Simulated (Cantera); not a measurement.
Thermodynamics of carbothermic reduction, feed PbO + C + CO

Input: 1 mol PbO, 0.42 mol C, 2.3 mol CO, held at 1725 K and 0.100 bar.

Cantera equilibrium calculation (NASA polynomials, part measured and part estimated; ideal gas, pure solids and liquids). Candidate condensed phases: C, Pb, PbO, PbO2, Pb3O4; 15 gas species. The numbers say what is thermodynamically allowed, not how fast it happens.

The x(CO) is 0.576, the x(Pb) is 0.268 and the x(CO2) is 0.156. The x(PbO) comes out as 0.000356 and the x(Pb2) is 6.43e-5. The gas amount comes out as 3.720 mol and the log10 activity of Pb(l) (absent) is -0.78. The log10 activity of C(graphite) (absent) comes out as -4.59.
